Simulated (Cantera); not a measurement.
**Gas-phase reforming**

An isothermal, constant-pressure homogeneous reactor starts with CH4 : H2O = 1 : 4 (molar parts), at 1425 K and 1.00 bar.

Computed with Cantera and GRI-Mech 3.0 (53 species, 325 reactions).

```tsv
t (s)	x CH4	x H2O	x CH2	x H	x C2H2	x C2H	x O
9.00e-5	0.200	0.800	8.38e-12	1.10e-8	<1e-12	<1e-12	<1e-12
0.000276	0.200	0.800	5.99e-11	1.16e-8	6.14e-11	<1e-12	<1e-12
0.000844	0.200	0.800	1.68e-10	1.30e-8	4.24e-9	<1e-12	<1e-12
0.00258	0.200	0.800	2.55e-10	1.54e-8	1.24e-7	<1e-12	1.51e-12
0.00792	0.199	0.800	4.67e-10	2.49e-8	3.34e-6	<1e-12	2.74e-12
0.0242	0.197	0.799	7.91e-10	6.31e-8	9.35e-5	1.87e-12	4.54e-12
0.0742	0.192	0.796	8.75e-10	1.87e-7	0.00138	2.85e-11	4.50e-12
0.227	0.176	0.785	9.99e-10	5.05e-7	0.00771	1.47e-10	3.11e-12
0.696	0.143	0.759	1.22e-9	1.11e-6	0.0208	3.59e-10	1.78e-12
2.13	0.0943	0.713	1.31e-9	2.06e-6	0.0354	5.80e-10	1.09e-12
6.53	0.0597	0.642	9.67e-10	3.18e-6	0.0352	5.69e-10	<1e-12
20.0	0.0517	0.557	4.12e-10	3.73e-6	0.0180	2.58e-10	<1e-12
```
x: mole fraction; the columns are a selection and need not sum to one.

Equilibrium at this temperature and pressure: CH4 3.05e-7, H2O 0.390, CH2 <1e-12, H 4.69e-6, C2H2 <1e-12, C2H <1e-12, O <1e-12 (gas phase only).
